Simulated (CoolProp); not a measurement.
A single-stage vapour-compression cycle with the fluid: evaporating at 305.15 K (dew point), condensing at 365.15 K (bubble point), superheat 8 K, subcooling 0 K, compressor efficiency 0.75, no pressure losses. The same conditions are run with several fluids, on thermodynamics alone (safety and materials aside).

Values from CoolProp's reference Helmholtz-energy equation of state of each fluid (the fluoroketone C6F12O (FK-5-1-12): McLinden 2015; n-perfluoropentane: Gao 2022; isobutene: Lemmon 2005; isobutane: Bücker 2006; R1233zd(E): Akasaka 2022; 1,2-dichloroethane: Thol 2015).

Problem. Rank the fluoroketone C6F12O (FK-5-1-12), n-perfluoropentane, isobutene, isobutane, R1233zd(E), 1,2-dichloroethane by cooling COP, highest first.

Solution. 1,2-dichloroethane (3.27), R1233zd(E) (2.77), isobutene (2.59), isobutane (2.38), the fluoroketone C6F12O (FK-5-1-12) (1.75), n-perfluoropentane (1.65)

```json
[
 {"fluid": "the fluoroketone C6F12O (FK-5-1-12)", "pressure ratio": "6.80", "discharge temperature (K)": "365.1", "refrigerating effect (kJ/kg)": "31.6", "volumetric capacity (kJ/m³)": "214"},
 {"fluid": "n-perfluoropentane", "pressure ratio": "5.73", "discharge temperature (K)": "365.1", "refrigerating effect (kJ/kg)": "28.9", "volumetric capacity (kJ/m³)": "377"},
 {"fluid": "isobutene", "pressure ratio": "4.18", "discharge temperature (K)": "375.4", "refrigerating effect (kJ/kg)": "207", "volumetric capacity (kJ/m³)": "1840"},
 {"fluid": "isobutane", "pressure ratio": "3.99", "discharge temperature (K)": "370.6", "refrigerating effect (kJ/kg)": "171", "volumetric capacity (kJ/m³)": "1830"},
 {"fluid": "R1233zd(E)", "pressure ratio": "5.26", "discharge temperature (K)": "375.2", "refrigerating effect (kJ/kg)": "117", "volumetric capacity (kJ/m³)": "1030"},
 {"fluid": "1,2-dichloroethane", "pressure ratio": "9.02", "discharge temperature (K)": "411.2", "refrigerating effect (kJ/kg)": "277", "volumetric capacity (kJ/m³)": "154"}
]
```

The compression ends wet for: the fluoroketone C6F12O (FK-5-1-12); n-perfluoropentane.
